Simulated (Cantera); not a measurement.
Charge: 1 mol SiH₂Cl₂, 570 mol H₂, 0.034 mol HCl, equilibrated at 1900 K and 24.0 mbar.

Equilibrium computed with Cantera from the NASA thermochemical tables; the gas is ideal and each condensed phase is pure. Candidate condensed phases: Si; 19 gas species. The tables' values for SiCl are old estimates; treat these amounts as uncertain. Gases not in the tables: Si₂H₆ and higher silanes. Kinetics and transport are ignored.

Base state: H₂ 0.991, H 0.00510, HCl 0.00345, Si 0.000525, SiH 7.03e-5, SiH₂ 5.78e-5, SiCl₂ 3.25e-5, SiCl 1.39e-5 (mole fractions); condensed: Si(l).

### Question
What changes in the equilibrium state with this change: temperature from 1900 K to 1500 K?

### Answer
```csv
species,before,after
H₂,0.991,0.996
HCl,0.00345,0.00348
H,0.00510,0.000113
Si,0.000525,4.39e-7
SiCl₂,3.25e-5,3.90e-5
SiH,7.03e-5,2.18e-7
SiCl,1.39e-5,1.73e-7
Cl,1.34e-5,3.19e-7
SiH₂,5.78e-5,1.49e-6
"Si(l), mol",0.592,0
"Si(s), mol",0,0.976
```

### Question
What changes in the equilibrium state with this change: H₂ from 570 to 3.1 mol?

### Answer
| species | before | after |
|---|---|---|
| H₂ | 0.991 | 0.712 |
| HCl | 0.00345 | 0.170 |
| SiCl₂ | 3.25e-5 | 0.110 |
| SiCl₃ | 5.83e-9 | 0.00114 |
| SiHCl₃ | <1e-9 | 2.13e-5 |
| SiCl₄ | <1e-9 | 1.61e-5 |
| Si(l), mol | 0.592 | 0.421 |
The tables' values for SiCl₃, SiCl are old estimates; treat these amounts as uncertain.

### Question
What changes in the equilibrium state with this change: temperature from 1900 K to 1973 K?

### Answer
```
species       before     after
----------  --------  --------
H₂             0.991     0.986
H            0.00510   0.00865
HCl          0.00345   0.00343
Si          0.000525   0.00131
Si₂          4.22e-6   1.28e-5
SiH          7.03e-5  0.000146
SiCl         1.39e-5   2.39e-5
Si(l), mol     0.592    0.0576
```
